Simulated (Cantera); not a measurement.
A Cantera script and its output.

```python
import numpy as np
import cantera as ct

gas = ct.Solution("gri30.yaml", transport_model="multicomponent")
show = ['CH3', 'C2H2', 'CO2']

rows = []
print(f"{'T/K':>7s}{'rho':>11s}{'cp':>10s}{'mu':>11s}{'lambda':>11s}{'Pr':>7s}" + "".join(f"{'D_' + s:>11s}" for s in show))
for T in [400, 600, 800, 1000, 1200, 1400, 1600, 1800]:
    gas.TPX = T, 100000, {'H2': 0.61}
    Pr = gas.cp_mass * gas.viscosity / gas.thermal_conductivity
    D = [gas.mix_diff_coeffs_mole[gas.species_index(s)] for s in show]
    rows.append([gas.density, gas.cp_mass, gas.viscosity, gas.thermal_conductivity, Pr, *D])
    print(f"{T:7g}{gas.density:11.4e}{gas.cp_mass:10.1f}{gas.viscosity:11.4e}"
          f"{gas.thermal_conductivity:11.4e}{Pr:7.3f}" + "".join(f"{d:11.4e}" for d in D))
print("SI units: kg/m3, J/kg/K, Pa s, W/m/K, m2/s")
```

Output:

```
    T/K        rho        cp         mu     lambda     Pr      D_CH3     D_C2H2      D_CO2
    400 6.0617e-02   14522.5 1.0869e-05 2.2905e-01  0.689 1.2067e-04 1.0370e-04 1.1082e-04
    600 4.0412e-02   14511.2 1.4145e-05 2.9828e-01  0.688 2.3905e-04 2.0649e-04 2.2125e-04
    800 3.0309e-02   14690.4 1.7037e-05 3.6366e-01  0.688 3.8646e-04 3.3454e-04 3.5885e-04
   1000 2.4247e-02   14961.9 1.9676e-05 4.2747e-01  0.689 5.6007e-04 4.8533e-04 5.2089e-04
   1200 2.0206e-02   15377.0 2.2132e-05 4.9349e-01  0.690 7.5792e-04 6.5716e-04 7.0552e-04
   1400 1.7319e-02   15801.0 2.4446e-05 5.5935e-01  0.691 9.7854e-04 8.4873e-04 9.1136e-04
   1600 1.5154e-02   16218.9 2.6644e-05 6.2499e-01  0.691 1.2208e-03 1.0590e-03 1.1373e-03
   1800 1.3471e-02   16619.0 2.8747e-05 6.9016e-01  0.692 1.4836e-03 1.2872e-03 1.3825e-03
SI units: kg/m3, J/kg/K, Pa s, W/m/K, m2/s
```

Computed with Cantera and GRI-Mech 3.0 (53 species, 325 reactions).
